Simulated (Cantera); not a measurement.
Input: 1 mol c-C4F8, 0.52 mol H2, equilibrated at 3198.15 K and 150 Torr.

Method: chemical equilibrium by Gibbs-energy minimisation in Cantera with the NASA 1993 tables (ideal gas, pure condensed phases). The feed counts by its element totals alone. Gases not in the tables: C2F6 and larger saturated fluorocarbons. Kinetics and transport are ignored.

| species | before | after |
|---|---|---|
| CF2 | 0.161 | 0.430 |
| F | 0.576 | 0.262 |
| HF | 0.148 | 0.214 |
| CF | 0.0979 | 0.0150 |
| CF4 | 0.000205 | 0.0613 |
| C3 | 0.0113 | 4.29e-5 |
| CF3 | 0.00112 | 0.0173 |
| C5 | 0.000362 | 2.84e-7 |
| C4 | 6.48e-5 | 5.60e-8 |
| C2 | 0.00119 | 4.11e-6 |
| C2H | 2.08e-5 | 1.09e-7 |
| C | 0.00148 | 1.04e-5 |
| C2F4 | 6.13e-7 | 2.69e-5 |
| C(graphite), mol | 1.91 | 1.46 |
Gas species are given as mole fractions.

Name the change that produced these shifts.
A. temperature from 3198.15 K to 2698.15 K
B. temperature from 3198.15 K to 1500 K
C. c-C4F8 replaced by CH3F
D. temperature from 3198.15 K to 673.15 K

A, temperature from 3198.15 K to 2698.15 K. The tables' values for C2F4 are old estimates; treat these amounts as uncertain
